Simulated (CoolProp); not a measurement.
Dry air at 267.35 K and 1.33 MPa flows at 19 m/s in a round tube of 2 mm bore and 0.25 µm roughness, fully developed (64/Re and Nu = 3.66 if laminar; Colebrook and Gnielinski if turbulent). Each further row changes one setting.

The numbers come from the reference Helmholtz-energy equation of state, Lemmon 2000 in CoolProp. It is a pseudo-pure fit of the blend.

```tsv
case	Reynolds number	Darcy friction factor	pressure drop (Pa/m)	heat-transfer coefficient (W/(m² K))	mass flow (kg/h)
as stated	38800	0.0225	35500	1080	3.76
velocity 38 m/s	77500	0.0195	123000	1880	7.51
diameter 4 mm	77500	0.0193	15200	926	15.0
```

Viscosity comes from a separate model (Lemmon 2004). Thermal conductivity comes from a separate model (Lemmon 2004).
